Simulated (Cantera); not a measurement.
# Equilibrium for carbon deposition, reforming and gasification: CH₄ + CO₂

A closed system holds: 1 mol CH₄, 3.7 mol CO₂, equilibrated at 1500 Pa.

Cantera equilibrium calculation (NASA polynomials, part measured and part estimated; ideal gas, pure solids and liquids). Candidate condensed phases: C, C₆H₆, C₇H₈, C₈H₁₈, H₂O; 110 gas species. Kinetics and transport are ignored.

| T (K) | log p CO | log p CO₂ | log p H₂O | log p H | log p H₂ | log p OH | log p O | log p O₂ |
|---|---|---|---|---|---|---|---|---|
| 2348 | -2.13 | -2.55 | -2.55 | -3.36 | -2.90 | -3.78 | -4.41 | -4.45 |
| 2373 | -2.13 | -2.56 | -2.56 | -3.31 | -2.90 | -3.72 | -4.29 | -4.34 |
| 2398 | -2.13 | -2.56 | -2.57 | -3.26 | -2.91 | -3.66 | -4.18 | -4.22 |
| 2423 | -2.13 | -2.57 | -2.58 | -3.21 | -2.91 | -3.60 | -4.07 | -4.12 |
| 2448 | -2.13 | -2.58 | -2.59 | -3.16 | -2.92 | -3.54 | -3.96 | -4.02 |
| 2473 | -2.13 | -2.60 | -2.60 | -3.11 | -2.92 | -3.49 | -3.86 | -3.93 |
| 2498 | -2.13 | -2.61 | -2.62 | -3.07 | -2.93 | -3.44 | -3.76 | -3.84 |
| 2523 | -2.13 | -2.63 | -2.64 | -3.02 | -2.93 | -3.40 | -3.67 | -3.76 |
| 2548 | -2.13 | -2.65 | -2.66 | -2.98 | -2.94 | -3.36 | -3.58 | -3.69 |
| 2573 | -2.13 | -2.67 | -2.68 | -2.93 | -2.94 | -3.32 | -3.50 | -3.63 |
| 2598 | -2.13 | -2.70 | -2.70 | -2.89 | -2.95 | -3.29 | -3.42 | -3.57 |
| 2623 | -2.13 | -2.73 | -2.73 | -2.85 | -2.95 | -3.26 | -3.35 | -3.52 |
log p: log10 of the partial pressure in bar; nothing condenses.

From 2348 K to 2623 K nothing is condensed. The main C-bearing gas is CO throughout.
